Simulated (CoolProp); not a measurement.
A single-stage vapour-compression cycle with the fluid: evaporating at 251.15 K (dew point), condensing at 280.15 K (bubble point), superheat 5 K, subcooling 0 K, compressor efficiency 0.6, no pressure losses. The same conditions are run with several fluids, on thermodynamics alone (safety and materials aside).

Values from CoolProp's reference Helmholtz-energy equation of state of each fluid (R21: Platzer 1990; R227EA: Lemmon 2016; chlorine: Thol 2021; CH3F (R41): Lemmon 2006; hydrogen sulfide: Lemmon 2006; R1132(E): Akasaka 2024). The equations of Platzer and Polt are older, rougher fits.

```csv
fluid,cooling COP,pressure ratio,discharge temperature (K),refrigerating effect (kJ/kg),volumetric capacity (kJ/m³)
R21,4.73,3.66,338.9,229,288
R227EA,4.46,3.20,290.6,106,694
chlorine,4.58,2.76,372.7,255,1470
CH3F (R41),4.15,2.30,331.3,326,6700
hydrogen sulfide,4.50,2.47,356.3,442,3860
R1132(E),4.48,2.62,318.0,232,2920
```
